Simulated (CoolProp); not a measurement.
The fluid at 300 K and 9.67 MPa is throttled through a valve to 3 MPa with no heat exchange. The same conditions are run with several fluids, on thermodynamics alone (safety and materials aside).

Values from CoolProp's reference Helmholtz-energy equation of state of each fluid (octamethylcyclotetrasiloxane (D4): Thol 2015; benzene: Thol 2012; c-C4F8 (RC318): Platzer 1990; the fluoroketone C6F12O (FK-5-1-12): McLinden 2015; R22: Kamei 1995). The equations of Platzer and Polt are older, rougher fits.

```tsv
fluid	temperature change (K)	final density (kg/m³)
octamethylcyclotetrasiloxane (D4)	[?]	[?]
benzene	[?]	[?]
c-C4F8 (RC318)	[?]	[?]
the fluoroketone C6F12O (FK-5-1-12)	+1.9	[?]
R22	+0.5	[?]
```

Question: Some entries are withheld; supply them.

Answer: 
- octamethylcyclotetrasiloxane (D4), temperature change (K): +2.7
- octamethylcyclotetrasiloxane (D4), final density (kg/m³): 950
- benzene, temperature change (K): +2.8
- benzene, final density (kg/m³): 871
- c-C4F8 (RC318), temperature change (K): +1.2
- c-C4F8 (RC318), final density (kg/m³): 1500
- the fluoroketone C6F12O (FK-5-1-12), final density (kg/m³): 1610
- R22, final density (kg/m³): 1190
